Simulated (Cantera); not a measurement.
An isothermal, constant-pressure homogeneous reactor starts with 69.9 % NO, 30.1 % N2, at 2098 K and 2670 Pa.

Computed with Cantera and GRI-Mech 3.0 (53 species, 325 reactions). Radical loss at walls, strong at low pressure, is not modelled.

Task: Predict: x(NO) at 10.0 s; x(NO2) at 10.0 s; x(O) at 10.0 s; x(N2) at 10.0 s; x(O2) at 10.0 s.

Result: 
```
Quantity                                            Value
----------------  ---------------------------------------
x(NO) at 10.0 s     0.0243 (gas-phase equilibrium 0.0114)
x(NO2) at 10.0 s  7.37e-6 (gas-phase equilibrium 3.50e-6)
x(O) at 10.0 s    0.00489 (gas-phase equilibrium 0.00493)
x(N2) at 10.0 s       0.637 (gas-phase equilibrium 0.643)
x(O2) at 10.0 s       0.334 (gas-phase equilibrium 0.341)
```
